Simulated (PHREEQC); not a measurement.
Synthetic water in mg/kgw, 25 °C, pH 6.15, pe 8.8: Na 260; K 119; Ca 135; Mg 27.8; Cl 323; S(6) as SO4 43.9; Alkalinity as HCO3 767; F 0.139; Br 0.649; Ni 1.01; Cd 22.5; N(5) as NO3 33.6.

Valence states are taken as typed.

Equilibrium calculation in PHREEQC: ion-association model, wateq4f.dat.

This is a speciation only: nothing precipitates in the calculation.

**Question.** Order these Ca species by the share of Ca that they hold, largest first: CaHCO3+, CaSO4, Ca+2.

**Answer.** Ca+2 (90 %), CaHCO3+ (7.6 %), CaSO4 (1.9 %)

**Question.** Order these Ni species by the share of Ni that they hold, largest first: NiCl+, Ni+2, NiSO4, NiHCO3+, NiCO3.

**Answer.** NiCO3 (58 %), Ni+2 (21 %), NiHCO3+ (19 %), NiSO4 (0.42 %), NiCl+ (0.26 %)

The pH is 6.15 and the ionic strength 0.0273 mol/kgw. Examples of supersaturated solids here: Otavite. Others may be too. The database's cadmium carbonate complexes are estimates of doubtful size. The database's nickel carbonate constants are estimates that later reviews lower a good deal.
